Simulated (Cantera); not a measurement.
What does this Cantera script print?

```python
import numpy as np
import cantera as ct

gas = ct.Solution("SiF4_NH3_mec.yaml", "gas")
gas.TPX = 1848, 120000, {'NH3': 1, 'H2': 0.83}
reactor = ct.IdealGasConstPressureReactor(gas, energy="off", clone=False)
net = ct.ReactorNet([reactor])
net.rtol, net.atol = 1e-08, 1e-18
show = ['NH3', 'H2', 'N', 'N2H4', 'N2H2']
times = np.geomspace(2e-06, 50, 11)

steps = ct.SolutionArray(gas, extra=["t"])
rows = []
print(f"{'t/s':>10s}{'T/K':>9s}{'P/Pa':>11s}" + "".join(f"{s:>11s}" for s in show))
for t in times:
    while net.time < t:
        t_next = net.step()
        steps.append(gas.state, t=t_next)
    rows.append([np.interp(t, steps.t, y) for y in (steps.T, steps.P, *steps(*show).X.T)])
    print(f"{t:10.3e}{rows[-1][0]:9.1f}{rows[-1][1]:11.4g}" + "".join(f"{x:11.3e}" for x in rows[-1][2:]))
rate = np.gradient(steps.T, steps.t)
print("integrator steps:", len(steps.t))
if steps.T.max() > steps.T[0] + 200:
    print(f"time of steepest temperature rise: {steps.t[rate.argmax()]:.4e} s")
gas.TPX = 1848, 120000, {'NH3': 1, 'H2': 0.83}
gas.equilibrate("TP")
print(f"equilibrium (TP): T = {gas.T:.1f} K  " + "  ".join(f"{s} {gas[s].X[0]:.3e}" for s in show))
```

Output:

```
       t/s      T/K       P/Pa        NH3         H2          N       N2H4       N2H2
 2.000e-06   1848.0    1.2e+05  5.464e-01  4.536e-01  5.419e-14  2.114e-11  2.386e-11
 1.099e-05   1848.0    1.2e+05  5.464e-01  4.536e-01  2.051e-11  7.744e-10  1.795e-09
 6.034e-05   1848.0    1.2e+05  5.463e-01  4.536e-01  3.671e-09  2.334e-08  7.846e-08
 3.314e-04   1848.0    1.2e+05  5.455e-01  4.539e-01  1.150e-07  2.439e-07  1.196e-06
 1.821e-03   1848.0    1.2e+05  5.408e-01  4.570e-01  1.321e-07  2.653e-07  1.325e-06
 1.000e-02   1848.0    1.2e+05  5.160e-01  4.739e-01  1.330e-07  2.486e-07  1.232e-06
 5.493e-02   1848.0    1.2e+05  4.060e-01  5.483e-01  1.353e-07  1.781e-07  8.566e-07
 3.017e-01   1848.0    1.2e+05  1.532e-01  7.194e-01  1.220e-07  4.334e-08  2.082e-07
 1.657e+00   1848.0    1.2e+05  1.691e-02  8.115e-01  4.266e-08  1.110e-09  6.127e-09
 9.103e+00   1848.0    1.2e+05  1.978e-03  8.216e-01  6.345e-09  1.777e-11  1.021e-10
 5.000e+01   1848.0    1.2e+05  3.262e-04  8.227e-01  1.058e-09  4.867e-13  2.977e-12
integrator steps: 1317
equilibrium (TP): T = 1848.0 K  NH3 9.901e-06  H2 8.229e-01  N 3.212e-11  N2H4 4.505e-16  N2H2 1.849e-13
```

Detailed kinetics in Cantera: the gas-phase N/H chemistry of the illustrative SiF4/NH3 mechanism in the Surface Chemkin manual (1991). Walls and surfaces, which speed up NH3 decomposition in real reactors, are not modelled.
